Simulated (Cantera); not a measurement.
A freely propagating, adiabatic, planar premixed flame of 28.3 % H2, 12.9 % O2, 48.4 % N2, 10.5 % H2O, equivalence ratio 1.1, unburnt at 550 K and 13300 Pa; multicomponent transport, grid criteria slope 0.08 and curve 0.16, no radiation.

Cantera simulation using the H2/O2 subset of GRI-Mech 3.0, which has no nitrogen chemistry; the numbers are that mechanism's predictions, not measurements. Burning velocities carry a grid error of a few per cent, more on coarse grids.

Task: Predict: laminar burning velocity; thermal thickness; peak x(H2O2); peak x(H); peak x(O).

Result: 
```json
{
 "laminar_burning_velocity": "479 cm/s",
 "thermal_thickness": "6.05 mm",
 "peak x(H2O2)": "3.46e-6",
 "peak x(H)": "0.0732",
 "peak x(O)": "0.00990"
}
```
